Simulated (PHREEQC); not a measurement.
A made-up water analysis in mg/kgw, 62 °C, pH 4.19, pe 12:

```
constituent  mg/kgw
-----------  ------
Na              668
K               496
Ca             1330
Mg              800
Cl             1440
S(6) as SO4    6440
Li             5.44
Al             7.12
N(5) as NO3    10.1
B              7.08
```

Cl is adjusted to close the charge balance.
Valence states are taken as typed.

Model: ion-association model, wateq4f.dat, run in PHREEQC.

| Quantity | Result |
|---|---|
| ionic strength | 0.168 mol/kgw |
| total alkalinity | -0.250 meq/kg |

```tsv
species	molality	activity	log γ
Cl-	0.0415	0.0294	-0.149
SO4-2	0.0302	0.00872	-0.540
Na+	0.0276	0.0203	-0.132
MgSO4	0.0199	0.0207	0.017
Ca+2	0.0194	0.00606	-0.505
CaSO4	0.0138	0.0143	0.017
Mg+2	0.0130	0.00433	-0.478
K+	0.0115	0.00815	-0.149
```

Precipitation was switched off in this run. Examples of supersaturated solids here: Gypsum, Boehmite (slow to form). Others may be too. At this temperature some constants are extrapolated from 25 °C, and those without enthalpy data are left unchanged.
